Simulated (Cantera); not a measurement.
Feed: 1 mol SiC, 0.039 mol N2O, 5 mol N2, 0.037 mol H2O, held at 1300 K and 1 atm.

Cantera equilibrium calculation (NASA polynomials, part measured and part estimated; ideal gas, pure solids and liquids). Candidate condensed phases: C, C6H6, C7H8, C8H18, H2O, Si, SiC, SiO2, Si2N2O, Si3N4; 151 gas species. Mutual solubility and eutectic melting of coexisting phases are not modelled. Rates play no part.

Base state: N2 0.992, H2 0.00833, HCN 1.88e-5 (mole fractions); condensed: C(graphite) + Si2N2O(s) + Si3N4(s).

Question: What changes in the equilibrium state with this change: 0.39 mol NH3 added?

Answer: 
| species | before | after |
|---|---|---|
| N2 | 0.992 | 0.881 |
| H2 | 0.00833 | 0.119 |
| CH4 | 5.53e-7 | 0.000113 |
| HCN | 1.88e-5 | 6.70e-5 |
| C(graphite), mol | 1.000 | 0.999 |
| Si2N2O(s), mol | 0.0760 | 0.0760 |
| Si3N4(s), mol | 0.283 | 0.283 |
